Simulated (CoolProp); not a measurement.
Vapour-liquid equilibrium of R22 (1) + R134a (2) at 333.9 K; x and y are mole fractions of (1).

The numbers come from the multi-fluid Helmholtz-energy mixture model, Kamei 1995 and Tillner-Roth 1994; pair parameters Bell 2016 in CoolProp.

| x | bubble pressure, mixture model (kPa) | bubble pressure, Raoult's law (kPa) | y, mixture model | y, Raoult's law |
|---|---|---|---|---|
| 0.05 | 1758 | 1750 | 0.066 | 0.071 |
| 0.2 | ___ | 1863 | 0.247 | 0.265 |
| 0.35 | 2014 | 1976 | ___ | 0.437 |
| 0.5 | ___ | 2089 | 0.556 | 0.590 |
| 0.65 | 2238 | 2203 | 0.695 | 0.728 |
| 0.8 | 2341 | 2316 | 0.828 | 0.852 |
| 0.95 | 2437 | 2429 | ___ | 0.965 |

Task: Fill in the missing entries.

Result: 
- 0.2, bubble pressure, mixture model (kPa): 1891
- 0.35, y, mixture model: 0.408
- 0.5, bubble pressure, mixture model (kPa): 2130
- 0.95, y, mixture model: 0.957

The largest gap from Raoult's law is +2.0 % in bubble pressure, at x = 0.5. No azeotrope shows between x = 0.05 and 0.95.

The pair parameters rest on a limited set of measurements; away from them the model extrapolates.
